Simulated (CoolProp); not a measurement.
Saturation properties of sulfur dioxide.

The numbers come from the reference Helmholtz-energy equation of state, Gao 2016 in CoolProp.

```
T (K)  p (MPa)  enthalpy of vaporisation (kJ/kg)  liquid cp (kJ/(kg K))  surface tension (mN/m)
-----  -------  --------------------------------  ---------------------  ----------------------
316     0.6858                             337.2                  1.425                    18.2
320.2   0.7743                             332.4                  1.435                    17.4
324.5   0.8736                             327.3                  1.446                    16.6
328.8   0.9822                             322.1                  1.458                    15.8
333      1.098                             316.9                  1.471                    15.0
337.3    1.226                             311.4                  1.486                    14.2
341.6    1.366                             305.7                  1.502                    13.3
345.8    1.513                             300.0                  1.520                    12.6
350.1    1.676                             293.9                  1.540                    11.8
354.4    1.852                             287.6                  1.562                    11.0
358.6    2.036                             281.2                  1.587                    10.2
```

It boils at 263.1 K under 1 atm.

Surface tension comes from a separate correlation (Mulero 2012).
